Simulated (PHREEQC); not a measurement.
1 kg of water holding 52 mmol/kgw K2CO3 and 12 mmol/kgw KHCO3 is evaporated at 25 °C; the solids stay in contact with the brine. CO2 is held at log p = -3.4 (atm). Solids allowed: Kalicinite. Others were left out.

The series has 28 steps of water left (kg), from 0.9997 to 0.004456.

Computed with PHREEQC (Pitzer model, pitzer.dat).

Question: Which solids form, in which order, and at which step of the series does each first stand?

Answer: Kalicinite from water left = 0.01098 kg (pH 10.98).
